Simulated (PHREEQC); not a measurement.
0.024 g of hydrous ferric oxide (600 m²/g; 0.2 weak and 0.005 strong sites per Fe, Dzombak-Morel constants, diffuse double layer) in 1 kg of water with 0.1 mol/kgw of an inert sodium salt and 2.5e-06 mol/kgw Na2SO4, at 25 °C; the pH is set by adding NaOH or the inert anion's acid. O2 is buffered at 0.21 atm. CO2 from the air is kept out. Precipitation was switched off in this run.

The series has 13 steps of pH, from 3 to 11.

Model: ion-association model, wateq4f.dat, run in PHREEQC.

Near which pH is half of the S sorbed, and on which side is more sorbed?

Near pH 5.0, with more sorbed at lower pH.

Complexes and solids missing from the database can't appear. The oxide is taken as insoluble; below pH 4 it would dissolve.
